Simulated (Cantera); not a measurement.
Stirred combustor or abatement burner

A perfectly stirred reactor is fed with H2 : O2 : N2 = 1 : 0.455 : 1.71 (molar parts), equivalence ratio 1.1, at 1400000 Pa; it is adiabatic with a 725 K inlet, and is followed from long to short residence time, starting on the burning branch (τ in s: 0.25, 0.091, 0.033, 0.012, 0.0044, 0.0016, 0.00058, 0.00021, 7.7e-05, 2.8e-05, 1e-05, 3.7e-06).

Model: GRI-Mech 3.0 (53 species, 325 reactions), integrated in Cantera. The hydrogen kinetics of GRI-Mech 3.0 are dated; newer H2 mechanisms differ, most at raised pressure. The pressure lies above the range GRI-Mech 3.0 was tuned for (to about 10 atm).

```tsv
τ (s)	T (K)	x H2	x O2	x H	x H2O2	x H2O	x NO	x N2O
0.25	2713	0.0395	0.00114	0.00320	4.38e-7	0.322	0.00214	3.98e-7
0.091	2713	0.0395	0.00114	0.00320	4.38e-7	0.322	0.00213	3.98e-7
0.033	2713	0.0395	0.00115	0.00321	4.40e-7	0.322	0.00212	3.97e-7
0.012	2713	0.0395	0.00117	0.00322	4.44e-7	0.322	0.00209	3.96e-7
0.0044	2712	0.0396	0.00122	0.00327	4.56e-7	0.322	0.00201	3.92e-7
0.0016	2709	0.0397	0.00135	0.00340	4.87e-7	0.321	0.00182	3.85e-7
0.00058	2703	0.0401	0.00168	0.00371	5.61e-7	0.320	0.00144	3.74e-7
0.00021	2686	0.0413	0.00240	0.00443	7.16e-7	0.317	0.000940	3.63e-7
7.7e-5	2650	0.0439	0.00375	0.00589	9.86e-7	0.312	0.000532	3.54e-7
2.8e-5	2586	0.0484	0.00604	0.00867	1.39e-6	0.303	0.000286	3.39e-7
1.0e-5	2484	0.0550	0.00959	0.0136	1.94e-6	0.290	0.000158	3.21e-7
3.7e-6	2345	0.0632	0.0146	0.0212	2.62e-6	0.273	9.85e-5	3.04e-7
```
x: mole fraction; the columns are a selection and need not sum to one.
